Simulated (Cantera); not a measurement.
# Calcination and drying: MgSO₄ + CO₂ + O₂ + H₂

Feed: 1 mol MgSO₄, 4.3 mol CO₂, 18 mol O₂, 0.068 mol H₂, at 0.000230 bar.

Equilibrium computed with Cantera from the NASA thermochemical tables; the gas is ideal and each condensed phase is pure. Candidate condensed phases: C, C₆H₆, C₇H₈, C₈H₁₈, H₂O, H₂SO₄, Mg, MgCO₃, MgO, Mg(OH)₂, MgS, MgSO₄, S; 130 gas species. The numbers say what is thermodynamically allowed, not how fast it happens.

```json
[
 {"T (K)": "548", "x O₂": "0.804", "x CO₂": "0.193", "x O": "<1e-12", "x CO": "<1e-12", "x SO₂": "<1e-12", "x Mg": "<1e-12", "n MgSO₄(s)": "1.00", "n MgO(s)": "0"},
 {"T (K)": "698", "x O₂": "0.804", "x CO₂": "0.193", "x O": "<1e-12", "x CO": "<1e-12", "x SO₂": "2.41e-9", "x Mg": "<1e-12", "n MgSO₄(s)": "1.00", "n MgO(s)": "0"},
 {"T (K)": "848", "x O₂": "0.804", "x CO₂": "0.192", "x O": "4.03e-11", "x CO": "1.93e-12", "x SO₂": "0.000265", "x Mg": "<1e-12", "n MgSO₄(s)": "0.993", "n MgO(s)": "0.00711"},
 {"T (K)": "998", "x O₂": "0.775", "x CO₂": "0.181", "x O": "8.59e-9", "x CO": "7.69e-10", "x SO₂": "0.0410", "x Mg": "<1e-12", "n MgSO₄(s)": "0", "n MgO(s)": "1.00"},
 {"T (K)": "1148", "x O₂": "0.775", "x CO₂": "0.180", "x O": "4.61e-7", "x CO": "6.56e-8", "x SO₂": "0.0417", "x Mg": "<1e-12", "n MgSO₄(s)": "0", "n MgO(s)": "1.00"},
 {"T (K)": "1298", "x O₂": "0.775", "x CO₂": "0.180", "x O": "9.90e-6", "x CO": "1.99e-6", "x SO₂": "0.0419", "x Mg": "<1e-12", "n MgSO₄(s)": "0", "n MgO(s)": "1.00"},
 {"T (K)": "1448", "x O₂": "0.775", "x CO₂": "0.180", "x O": "0.000113", "x CO": "2.95e-5", "x SO₂": "0.0419", "x Mg": "7.46e-11", "n MgSO₄(s)": "0", "n MgO(s)": "1.00"},
 {"T (K)": "1598", "x O₂": "0.774", "x CO₂": "0.180", "x O": "0.000821", "x CO": "0.000262", "x SO₂": "0.0419", "x Mg": "2.28e-8", "n MgSO₄(s)": "0", "n MgO(s)": "1.000"},
 {"T (K)": "1748", "x O₂": "0.771", "x CO₂": "0.178", "x O": "0.00424", "x CO": "0.00158", "x SO₂": "0.0418", "x Mg": "2.58e-6", "n MgSO₄(s)": "0", "n MgO(s)": "1.000"},
 {"T (K)": "1898", "x O₂": "0.760", "x CO₂": "0.171", "x O": "0.0169", "x CO": "0.00697", "x SO₂": "0.0412", "x Mg": "0.000137", "n MgSO₄(s)": "0", "n MgO(s)": "0.996"},
 {"T (K)": "2048", "x O₂": "0.725", "x CO₂": "0.149", "x O": "0.0538", "x CO": "0.0226", "x SO₂": "0.0393", "x Mg": "0.00411", "n MgSO₄(s)": "0", "n MgO(s)": "0.891"},
 {"T (K)": "2198", "x O₂": "0.631", "x CO₂": "0.103", "x O": "0.140", "x CO": "0.0506", "x SO₂": "0.0335", "x Mg": "0.0343", "n MgSO₄(s)": "0", "n MgO(s)": "0"}
]
```
x: gas mole fraction; n: condensed amount in mol.

From 548 K to 698 K the condensed part is MgSO₄(s). At 848 K the condensed part is MgO(s) + MgSO₄(s). From 998 K to 2048 K the condensed part is MgO(s). At 2198 K nothing is condensed.
